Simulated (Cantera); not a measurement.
Cantera run, input and output.

```python
import numpy as np
import cantera as ct

gas = ct.Solution("gri30.yaml")
gas.TP = 300, 101325
flame = ct.CounterflowDiffusionFlame(gas, width=0.02)
flame.fuel_inlet.X, flame.fuel_inlet.T = {'CH4': 1, 'N2': 0.23}, 448
flame.oxidizer_inlet.X, flame.oxidizer_inlet.T = {'O2': 0.26, 'N2': 0.74}, 475
flame.set_refine_criteria(ratio=3, slope=0.12, curve=0.24, prune=0.03)
show = ['OH', 'H', 'NO', 'CO', 'C2H2']

rows = []
print(f"{'mdot':>8s}{'a_max':>10s}{'a_mean':>10s}{'Tmax/K':>9s}" + "".join(f"{s:>11s}" for s in show) + "   (peak mole fractions)")
for i, mdot in enumerate([0.25, 0.37, 0.54, 0.78, 1.1, 1.7, 2.4]):  # kg/m2/s on the oxidiser side
    flame.oxidizer_inlet.mdot, flame.fuel_inlet.mdot = mdot, 0.95 * mdot
    flame.solve(loglevel=0, auto=(i == 0))
    if flame.T.max() < max(448, 475) + 100:
        print(f"{mdot:8.3g}  no burning solution found from the previous one")
        break
    dT = np.abs(np.gradient(flame.T, flame.grid))
    rows.append([flame.strain_rate("max"), flame.strain_rate("mean"), flame.T.max(),
                 *(flame.X[gas.species_index(s)].max() for s in show), max(dT[0], dT[-1]) / dT.max()])
    print(f"{mdot:8.3g}{rows[-1][0]:10.1f}{rows[-1][1]:10.1f}{rows[-1][2]:9.1f}" + "".join(f"{x:11.3e}" for x in rows[-1][3:-1]))
```

Output:

```
    mdot     a_max    a_mean   Tmax/K         OH          H         NO         CO       C2H2   (peak mole fractions)
    0.25     208.8      40.7   2275.8  1.229e-02  5.511e-03  4.525e-04  7.723e-02  1.746e-02
    0.37     294.1      60.2   2255.9  1.227e-02  5.824e-03  4.084e-04  7.547e-02  1.661e-02
    0.54     410.9      87.8   2237.8  1.220e-02  6.088e-03  3.675e-04  7.375e-02  1.575e-02
    0.78     572.2     126.8   2221.4  1.209e-02  6.343e-03  3.280e-04  7.224e-02  1.488e-02
     1.1     783.0     178.9   2207.8  1.200e-02  6.605e-03  2.914e-04  7.126e-02  1.415e-02
     1.7    1166.4     276.4   2184.6  1.165e-02  6.826e-03  2.384e-04  7.005e-02  1.301e-02
     2.4    1604.0     390.2   2163.4  1.126e-02  6.927e-03  1.942e-04  6.933e-02  1.196e-02
```

Cantera simulation using GRI-Mech 3.0 (53 species, 325 reactions); the numbers are that mechanism's predictions, not measurements. GRI-Mech 3.0 has no aromatics or soot, which form on the fuel side of real flames. The maximum strain rate includes the flame's own expansion and is several times the mean.
